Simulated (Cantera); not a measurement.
Feed: 1 mol C2H2, 0.21 mol CO2, 39 mol N2, 0.64 mol H2O, held at 1000 K and 33.0 Pa.

Cantera equilibrium calculation (NASA polynomials, part measured and part estimated; ideal gas, pure solids and liquids). Candidate condensed phases: C, C6H6, C7H8, C8H18, H2O; 136 gas species. Kinetics and transport are ignored.

Base state: N2 0.935, H2 0.0393, CO 0.0254 (mole fractions); condensed: C(graphite).

**Question.** What changes in the equilibrium state with this change: C2H2 replaced by CH4?

**Answer.** 
```csv
species,before,after
N2,0.935,0.913
H2,0.0393,0.0618
CO,0.0254,0.0248
"C(graphite), mol",1.15,0.150
```
